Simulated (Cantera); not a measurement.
Cantera run:

```python
import numpy as np
import cantera as ct

gas_names = """
    CL CLO CL2 Fe FeCL FeCL2 FeCL3 FeO Fe(OH)2 Fe2CL4 Fe2CL6 H HCL HOCL HO2 H2 H2O H2O2 O OH O2 O3
""".split()
cond_names = """
    Fe(a) Fe(c) Fe(d) Fe(L) FeCL2(s) FeCL2(L) FeCL3(s) FeCL3(L) FeO(s) FeO(L) Fe(OH)2(s) Fe(OH)3(s)
    Fe2O3(s) Fe3O4(s) H2O(s) H2O(L)
""".split()


# ... load() reads the species with a 1 bar reference pressure and builds the phases ...
atoms = {
    'Fe2O3': {'Fe': 2, 'O': 3},
    'HCl': {'H': 1, 'CL': 1},
}
top_T = {'Fe2O3(s)': 1830, 'Fe3O4(s)': 1870}  # K; cautious upper limits of use, not melting points


# ... equilibrate(T, P, feed) seeds the gas with the atoms and calls Mixture.equilibrate('TP', solver="vcs", rtol=1e-11, max_steps=5000) ...
results = []
feed = {'Fe2O3': 1, 'HCl': 0.052}  # mol
T = 973  # K
for P in [1000, 2400, 5600, 13000, 32000, 75000, 180000, 420000, 1000000]:
    mix = equilibrate(T, P, feed)
    results.append((T, P, feed, dict(zip(mix.species_names, mix.species_moles))))
    x = sorted(zip(gas.X, gas.species_names), reverse=True)
    print(f"T = {T:g} K  P = {P:g} Pa  gas = {mix.phase_moles(0):.4g} mol")
    print("   x: " + "  ".join(f"{s} {v:.3e}" for v, s in x if v > 1e-06))
    print("   condensed (mol): " + ("  ".join(f"{mix.phase(i).name} {mix.phase_moles(i):.4g}"
          for i in range(1, mix.n_phases) if mix.phase_moles(i) > 1e-12) or "none"))
```

Output:

```
T = 973 K  P = 1000 Pa  gas = 0.0517 mol
   x: HCL 9.535e-01  H2O 2.617e-02  FeCL3 1.185e-02  FeCL2 5.588e-03  CL2 2.725e-03  CL 1.339e-04  Fe2CL4 5.735e-06  Fe2CL6 4.342e-06  O2 3.622e-06
   condensed (mol): Fe2O3(s) 0.9995
T = 973 K  P = 2400 Pa  gas = 0.05162 mol
   x: HCL 9.480e-01  H2O 2.971e-02  FeCL3 1.491e-02  FeCL2 4.848e-03  CL2 2.391e-03  CL 8.097e-05  Fe2CL6 1.651e-05  Fe2CL4 1.036e-05  O2 1.531e-06
   condensed (mol): Fe2O3(s) 0.9995
T = 973 K  P = 5600 Pa  gas = 0.05152 mol
   x: HCL 9.414e-01  H2O 3.392e-02  FeCL3 1.829e-02  FeCL2 4.174e-03  CL2 2.079e-03  Fe2CL6 5.795e-05  CL 4.943e-05  Fe2CL4 1.792e-05
   condensed (mol): Fe2O3(s) 0.9994
T = 973 K  P = 13000 Pa  gas = 0.05141 mol
   x: HCL 9.334e-01  H2O 3.902e-02  FeCL3 2.201e-02  FeCL2 3.552e-03  CL2 1.791e-03  Fe2CL6 1.949e-04  Fe2CL4 3.013e-05  CL 3.011e-05
   condensed (mol): Fe2O3(s) 0.9993
T = 973 K  P = 32000 Pa  gas = 0.05126 mol
   x: HCL 9.228e-01  H2O 4.586e-02  FeCL3 2.618e-02  FeCL2 2.934e-03  CL2 1.509e-03  Fe2CL6 6.788e-04  Fe2CL4 5.061e-05  CL 1.762e-05
   condensed (mol): Fe2O3(s) 0.9992
T = 973 K  P = 75000 Pa  gas = 0.05103 mol
   x: HCL 9.100e-01  H2O 5.448e-02  FeCL3 2.970e-02  FeCL2 2.378e-03  Fe2CL6 2.047e-03  CL2 1.261e-03  Fe2CL4 7.788e-05  CL 1.052e-05
   condensed (mol): Fe2O3(s) 0.9991
T = 973 K  P = 180000 Pa  gas = 0.05063 mol
   x: HCL 8.926e-01  H2O 6.726e-02  FeCL3 3.164e-02  Fe2CL6 5.577e-03  FeCL2 1.821e-03  CL2 1.017e-03  Fe2CL4 1.097e-04  CL 6.099e-06
   condensed (mol): Fe2O3(s) 0.9989
T = 973 K  P = 420000 Pa  gas = 0.04998 mol
   x: HCL 8.686e-01  H2O 8.587e-02  FeCL3 3.088e-02  Fe2CL6 1.239e-02  FeCL2 1.319e-03  CL2 7.917e-04  Fe2CL4 1.342e-04  CL 3.522e-06
   condensed (mol): Fe2O3(s) 0.9986
T = 973 K  P = 1e+06 Pa  gas = 0.04901 mol
   x: HCL 8.334e-01  H2O 1.138e-01  FeCL3 2.759e-02  Fe2CL6 2.355e-02  FeCL2 8.869e-04  CL2 5.869e-04  Fe2CL4 1.445e-04  CL 1.965e-06
   condensed (mol): Fe2O3(s) 0.9981
```

Equilibrium computed with Cantera from the NASA thermochemical tables; the gas is ideal and each condensed phase is pure.
